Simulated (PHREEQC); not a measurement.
## Sulfide liquor: speciation

A solution holds 0.087 mol/kgw NH4HS, 0.0016 mol/kgw NaCl, 0.00063 mol/kgw FeCl2 and 0.0015 mol/kgw H3PO4, at 25 °C. Closed to the air; pH follows from the charge balance.

All values are PHREEQC results (ion-association model, phreeqc.dat), not measurements.

No solid was allowed to form.

Task: Estimate the pH.

Result: pH 7.94.

Task: In which forms is P present?

Result: HPO4-2 92 %, H2PO4- 8.3 % of the P.

Examples of supersaturated solids here: Mackinawite. Others may be too.
